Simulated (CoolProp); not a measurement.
Aqueous potassium acetate as a coolant, at -4 °C, 1 atm.

The numbers come from the Melinder's fits for secondary coolants in CoolProp.

| mass % | freezing point (°C) | viscosity (mPa s) | conductivity (W/(m K)) | density (kg/m³) | cp (kJ/(kg K)) |
|---|---|---|---|---|---|
| 12.6 | -6.0 | 2.78 | 0.520 | 1069 | 3.710 |
| 17.1 | -8.9 | 3.13 | 0.506 | 1093 | 3.565 |
| 21.6 | -12.6 | 3.57 | 0.493 | 1118 | 3.428 |
| 26.1 | -17.6 | 4.15 | 0.480 | 1144 | 3.295 |
| 30.6 | -24.1 | 4.95 | 0.468 | 1171 | 3.164 |
| 35.1 | -32.1 | 6.05 | 0.456 | 1197 | 3.034 |
| 39.6 | -41.3 | 7.55 | 0.445 | 1224 | 2.909 |
| 44.2 | -50.6 | 9.54 | 0.434 | 1252 | 2.790 |
